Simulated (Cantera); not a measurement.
Mixture: 7.93 % CH₄, 19.3 % O₂, 72.7 % N₂, equivalence ratio 0.82, at 130000 Pa, adiabatic and at constant volume. Ignition delay is the time to a rise of 400 K.

Cantera simulation using GRI-Mech 3.0 (53 species, 325 reactions); the numbers are that mechanism's predictions, not measurements.

Question: Predict: delay at 1225 K; delay at 1300 K; delay at 1375 K; delay at 1450 K; delay at 1525 K; apparent activation energy between 1375 and 1525 K.

Answer: 
- delay at 1225 K: 22.2 ms
- delay at 1300 K: 8.19 ms
- delay at 1375 K: 3.27 ms
- delay at 1450 K: 1.41 ms
- delay at 1525 K: 0.665 ms
- apparent activation energy between 1375 and 1525 K: 190 kJ/mol
